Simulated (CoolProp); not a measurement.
Vapour-liquid equilibrium of dimethyl carbonate (1) + n-octane (2) at 1.29 MPa; x and y are mole fractions of (1).

The numbers come from the multi-fluid Helmholtz-energy mixture model, Zhou 2011 and Beckmüller 2019; pair parameters Bell 2016 in CoolProp.

| x | bubble temperature (K) | y at the bubble point | dew temperature at overall composition x (K) | liquid density (mol/L) |
|---|---|---|---|---|
| 0.05 | 515.4 | 0.120 | 520.0 | 4.171 |
| 0.15 | 501.9 | 0.320 | 513.4 | 4.533 |
| 0.25 | 492.0 | 0.461 | 506.7 | 4.879 |
| 0.35 | 484.9 | 0.562 | 499.8 | 5.227 |
| 0.45 | 479.8 | 0.636 | 492.8 | 5.597 |
| 0.55 | 476.2 | 0.697 | 485.7 | 6.009 |
| 0.65 | 473.6 | 0.751 | 479.0 | 6.481 |
| 0.75 | 471.8 | 0.805 | 473.7 | 7.032 |
| 0.85 | 470.6 | 0.867 | 470.8 | 7.678 |
| 0.95 | 470.4 | 0.947 | 470.4 | 8.437 |

y crosses x between x = 0.85 and 0.95: the model has an azeotrope there.

Pair parameters are fitted to limited data, so mixtures are less certain than the pure fluids.
